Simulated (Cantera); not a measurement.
## MgCO3 + SO2 + CO2 (roasting and sulfation)

Feed: 1 mol MgCO3, 0.099 mol SO2, 1.8 mol CO2, held at 625 °C and 390000 Pa.

Method: chemical equilibrium by Gibbs-energy minimisation in Cantera with the NASA 1993 tables (ideal gas, pure condensed phases). Candidate condensed phases: C, Mg, MgCO3, MgO, MgS, MgSO4, S; 26 gas species. Equilibrium is a limit: real reactors are often held back by kinetics, nucleation or transport.

- x(CO2): 0.966
- x(SO2): 0.0341
- x(CO): 9.97e-6
- n(MgO(s)): 1.000 mol
- n(MgSO4(s)): 2.89e-5 mol
- gas amount: 2.899 mol
- log10 activity of MgCO3(s) (absent): -1.57
- log10 activity of S(l) (absent): -4.34
- log10 activity of C(graphite) (absent): -8.63
